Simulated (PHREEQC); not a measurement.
**Acid mine or pickling water: an equilibrium model**

Synthetic water in mg/kgw, 45 °C, pH 3.78, pe 11.2: Na 73.1; K 100; Ca 85.8; Mg 2.59; Cl 97.1; S(6) as SO4 379; Li 0.067; F 0.793; Mn(2) 2.81; Zn 2.8; Fe(3) 0.083.

Valence states are taken as typed.

All values are PHREEQC results (ion-association model, phreeqc.dat), not measurements.

Precipitation was switched off in this run.

Question: Predict the ionic strength, specific conductance, charge-balance error.

Answer: ionic strength 0.0147 mol/kgw; specific conductance 1800 µS/cm; charge-balance error 0.1 %.

Question: In which forms is S present?

Answer: SO4-2 84 %, CaSO4 11 %, HSO4- 1.5 %, KSO4- 1.2 %, NaSO4- 0.9 %, MgSO4 0.9 % of the S.

Examples of supersaturated solids here: Hematite (slow to form), Goethite (slow to form). Others may be too. Constants without temperature data keep their 25 °C values here. Fluoro complexes past AlF4- and FeF3 are missing from the database.
